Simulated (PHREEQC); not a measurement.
Dissolve 0.0037 mol CuCl2, 0.002 mol HNO3 and 0.18 mol NaCl per kg of water at 25 °C. Closed to the air; pH follows from the charge balance.

All values are PHREEQC results (ion-association model, phreeqc.dat), not measurements.

```json
[
 {"quantity": "pH", "before": "2.80", "after": "3.08"},
 {"quantity": "Cu+2 (mol/kgw)", "before": "0.00315", "after": "0.00168"},
 {"quantity": "CuCl+ (mol/kgw)", "before": "0.000523", "after": "0.000170"},
 {"quantity": "CuCl2 (mol/kgw)", "before": "2.60e-5", "after": "4.96e-6"},
 {"quantity": "CuOH+ (mol/kgw)", "before": "9.00e-9", "after": "1.06e-8"},
 {"quantity": "Cu2(OH)2+2 (mol/kgw)", "before": "5.88e-11", "after": "7.76e-11"}
]
```

What was changed between the two runs?
(A) temperature from 25 to 10 °C
(B) diluted 10-fold with water
(C) NaCl left out
(D) diluted 2-fold with water
(E) CuCl2 from 0.0037 to 0.00333 mol/kgw

D, diluted 2-fold with water

This is a speciation only: nothing precipitates in the calculation.
